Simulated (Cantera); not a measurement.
**(CH₃)₂SiCl₂ + H₂ (silicon carbide growth)**

A closed system holds: 1 mol (CH₃)₂SiCl₂, a varied amount of H₂, at 1800 °C and 1.90 mbar.

Cantera equilibrium calculation (NASA polynomials, part measured and part estimated; ideal gas, pure solids and liquids). Candidate condensed phases: C, C₆H₆, C₇H₈, C₈H₁₈, Si, SiC; 109 gas species. The feed counts by its element totals alone. The tables' values for SiCl are old estimates; treat these amounts as uncertain. Gases not in the tables: Si₂H₆ and higher silanes. Equilibrium is a limit: real reactors are often held back by kinetics, nucleation or transport.

From 18 mol H₂ to 160 mol H₂ the condensed part is C(graphite) + SiC(s). From 240 mol H₂ to 570 mol H₂ the condensed part is C(graphite). From 880 mol H₂ to 1300 mol H₂ nothing is condensed. The main Si-bearing gas is Si throughout.

```
n(H₂) (mol)   x H₂    x HCl     x H      x Cl  n C(graphite)  n SiC(s)
-----------  -----  -------  ------  --------  -------------  --------
18           0.852   0.0812  0.0557   0.00392           1.07     0.867
28           0.878   0.0564  0.0565   0.00268           1.08     0.831
43           0.897   0.0386  0.0571   0.00182           1.10     0.770
66           0.910   0.0261  0.0575   0.00122           1.13     0.671
100          0.918   0.0176  0.0578  0.000818           1.17     0.522
160          0.925   0.0112  0.0580  0.000518           1.26     0.255
240          0.929  0.00754  0.0582  0.000348           1.30         0
370          0.933  0.00493  0.0583  0.000228          0.993         0
570          0.935  0.00322  0.0584  0.000148          0.521         0
880          0.937  0.00210  0.0584   9.64e-5              0         0
1300         0.939  0.00142  0.0585   6.53e-5              0         0
```
x: gas mole fraction; n: condensed amount in mol.
